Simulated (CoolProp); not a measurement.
R404A along the isobar 3.43 MPa: fugacity coefficient from the reference equation and from simpler models built on Tc = 345.3 K, pc = 3.735 MPa, ω = 0.293; each cubic takes its own stable root.

Values from CoolProp's reference Helmholtz-energy equation of state, Lemmon 2003. It is a pseudo-pure fit of the blend.

```
T (K)   phase  reference
-----  ------  ---------
265    liquid     0.1337
284.6  liquid     0.2301
304.2  liquid     0.3584
323.8  liquid     0.5134
362.9     gas     0.7344
382.5     gas     0.7807
402.1     gas     0.8170
421.7     gas     0.8463
441.3     gas     0.8703
460.8     gas     0.8903
480.4     gas     0.9071
500       gas     0.9213
```

### Question
How far does each simpler model (Redlich-Kwong, Soave-Redlich-Kwong) lie from the reference over these 12 states: mean and median of the absolute difference, and the worst?

### Answer
- Redlich-Kwong: mean 9.7 %, median 1.6 %, worst +45.9 % at 265 K and 3.43 MPa
- Soave-Redlich-Kwong: mean 2.6 %, median 1.7 %, worst +4.8 % at 304.2 K and 3.43 MPa
